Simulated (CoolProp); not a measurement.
Vapour-liquid equilibrium of R22 (1) + acetone (2) at 293.8 K; x and y are mole fractions of (1).

Computed with CoolProp (multi-fluid Helmholtz-energy mixture model, Kamei 1995 and Lemmon 2006; pair parameters Bell 2016).

| x | bubble pressure (kPa) | y at the bubble point | dew pressure at overall composition x (kPa) | liquid density (mol/L) |
|---|---|---|---|---|
| 0.05 | 63.57 | 0.611 | 26.72 | 13.66 |
| 0.125 | 104.8 | 0.774 | 28.98 | 13.76 |
| 0.2 | 138.5 | 0.837 | 31.64 | 13.86 |
| 0.275 | 171.9 | 0.877 | 34.85 | 13.97 |
| 0.35 | 209.6 | 0.907 | 38.77 | 14.08 |
| 0.425 | 255.0 | 0.932 | 43.67 | 14.18 |
| 0.5 | 310.7 | 0.952 | 49.99 | 14.28 |
| 0.575 | 378.9 | 0.968 | 58.43 | 14.37 |
| 0.65 | 460.8 | 0.979 | 70.23 | 14.43 |
| 0.725 | 555.5 | 0.988 | 87.84 | 14.46 |
| 0.8 | 659.6 | 0.993 | 116.6 | 14.45 |
| 0.875 | 766.4 | 0.997 | 170.1 | 14.36 |
| 0.95 | 866.9 | 0.999 | 305.0 | 14.18 |

No azeotrope shows between x = 0.05 and 0.95.

The pair parameters rest on a limited set of measurements; away from them the model extrapolates.
